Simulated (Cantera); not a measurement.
Input (Python, Cantera):

```python
import numpy as np
import cantera as ct

gas = ct.Solution("gri30.yaml")
gas.TPX = 900, 1333, {'H2': 0.0067, 'O2': 1, 'N2': 4.1}
reactor = ct.IdealGasConstPressureReactor(gas, energy="off", clone=False)
net = ct.ReactorNet([reactor])
net.rtol, net.atol = 1e-08, 1e-18
show = ['H2', 'O2', 'H2O2', 'HO2', 'OH', 'O', 'NO2']
times = np.geomspace(6e-05, 20, 13)

steps = ct.SolutionArray(gas, extra=["t"])
rows = []
print(f"{'t/s':>10s}{'T/K':>9s}{'P/Pa':>11s}" + "".join(f"{s:>11s}" for s in show))
for t in times:
    while net.time < t:
        t_next = net.step()
        steps.append(gas.state, t=t_next)
    rows.append([np.interp(t, steps.t, y) for y in (steps.T, steps.P, *steps(*show).X.T)])
    print(f"{t:10.3e}{rows[-1][0]:9.1f}{rows[-1][1]:11.4g}" + "".join(f"{x:11.3e}" for x in rows[-1][2:]))
rate = np.gradient(steps.T, steps.t)
print("integrator steps:", len(steps.t))
if steps.T.max() > steps.T[0] + 200:
    print(f"time of steepest temperature rise: {steps.t[rate.argmax()]:.4e} s")
gas.TPX = 900, 1333, {'H2': 0.0067, 'O2': 1, 'N2': 4.1}
gas.equilibrate("TP")
print(f"equilibrium (TP): T = {gas.T:.1f} K  " + "  ".join(f"{s} {gas[s].X[0]:.3e}" for s in show))
```

It prints:

```
       t/s      T/K       P/Pa         H2         O2       H2O2        HO2         OH          O        NO2
 6.000e-05    900.0       1333  1.312e-03  1.958e-01  8.069e-22  7.138e-15  1.591e-16  1.597e-16  1.524e-43
 1.731e-04    900.0       1333  1.312e-03  1.958e-01  6.399e-21  2.064e-14  1.214e-15  1.227e-15  9.465e-42
 4.996e-04    900.0       1333  1.312e-03  1.958e-01  5.222e-20  5.982e-14  9.022e-15  9.280e-15  5.280e-40
 1.442e-03    900.0       1333  1.312e-03  1.958e-01  4.358e-19  1.744e-13  5.862e-14  6.357e-14  4.193e-38
 4.160e-03    900.0       1333  1.312e-03  1.958e-01  3.679e-18  5.128e-13  2.919e-13  3.671e-13  3.546e-36
 1.200e-02    900.0       1333  1.312e-03  1.958e-01  3.148e-17  1.541e-12  1.268e-12  2.128e-12  3.366e-34
 3.464e-02    900.0       1333  1.312e-03  1.958e-01  2.936e-16  5.514e-12  1.079e-11  2.320e-11  5.761e-32
 9.996e-02    900.0       1333  1.312e-03  1.958e-01  1.430e-14  2.892e-10  1.936e-09  4.350e-09  1.828e-27
 2.884e-01    900.0       1333  4.757e-04  1.953e-01  2.726e-08  1.136e-06  8.940e-05  3.464e-04  3.188e-14
 8.324e-01    900.0       1333  8.707e-06  1.952e-01  3.677e-09  2.685e-07  1.148e-05  8.474e-05  6.518e-13
 2.402e+00    900.0       1333  9.275e-07  1.953e-01  1.756e-09  8.801e-08  3.756e-06  1.603e-05  1.553e-12
 6.931e+00    900.0       1333  1.340e-07  1.953e-01  1.015e-09  2.792e-08  1.469e-06  2.529e-06  3.326e-12
 2.000e+01    900.0       1333  1.940e-08  1.953e-01  3.972e-10  7.103e-09  5.847e-07  3.808e-07  5.497e-12
integrator steps: 1061
equilibrium (TP): T = 900.0 K  H2 8.284e-14  O2 1.953e-01  H2O2 4.559e-14  HO2 5.808e-12  OH 4.358e-09  O 2.074e-11  NO2 1.171e-07
```

Detailed kinetics in Cantera: GRI-Mech 3.0 (53 species, 325 reactions). Radical loss at walls, strong at low pressure, is not modelled. Below about 950 K walls govern HO2 and H2O2 in real vessels.
